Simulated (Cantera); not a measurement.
A closed system holds: 1 mol Fe2O3, 4.4 mol H2S, 2.2 mol CO2, at 700 °C and 43.5 Torr.

Equilibrium computed with Cantera from the NASA thermochemical tables; the gas is ideal and each condensed phase is pure. Candidate condensed phases: C, C6H6, C7H8, C8H18, Fe, Fe(CO)5, FeO, Fe(OH)2, Fe(OH)3, FeS, FeSO4, FeS2, Fe2O3, Fe2(SO4)3, Fe3O4, H2O, H2SO4, S; 127 gas species. FeS: taken at fixed stoichiometry. Gases not in the tables: S3 to S7. Rates play no part.

Base state: H2O 0.418, CO2 0.298, H2S 0.181, S2 0.0730, H2 0.0152, CO 0.00673, SO2 0.00491, COS 0.00253 (mole fractions); condensed: FeS(s).

What changes in the equilibrium state with this change: H2S from 4.4 to 0.8 mol?


```csv
species,before,after
CO2,0.298,0.688
H2O,0.418,0.247
SO2,0.00491,0.0541
H2S,0.181,0.00343
S2,0.0730,0.00369
H2,0.0152,0.00128
SH,2.13e-5,1.39e-6
COS,0.00253,0.000188
CO,0.00673,0.00222
S2O,0.000285,0.000101
"FeS(s), mol",2.00,0.592
"Fe3O4(s), mol",0,0.469
```

What changes in the equilibrium state with this change: pressure from 43.5 Torr to 100 Torr?


```tsv
species	before	after
H2O	0.418	0.416
CO2	0.298	0.301
H2S	0.181	0.190
S2	0.0730	0.0684
H2	0.0152	0.0109
CO	0.00673	0.00489
S2O	0.000285	0.000371
SO2	0.00491	0.00604
SH	2.13e-5	1.75e-5
COS	0.00253	0.00270
FeS(s), mol	2.00	2.00
```

What changes in the equilibrium state with this change: H2S from 4.4 to 0.62 mol?


| species | before | after |
|---|---|---|
| CO2 | 0.298 | 0.734 |
| H2O | 0.418 | 0.204 |
| SO2 | 0.00491 | 0.0520 |
| H2S | 0.181 | 0.00282 |
| S2 | 0.0730 | 0.00357 |
| H2 | 0.0152 | 0.00107 |
| SH | 2.13e-5 | 1.25e-6 |
| COS | 0.00253 | 0.000199 |
| S2O | 0.000285 | 9.65e-5 |
| CO | 0.00673 | 0.00239 |
| FeS(s), mol | 2.00 | 0.434 |
| Fe3O4(s), mol | 0 | 0.522 |
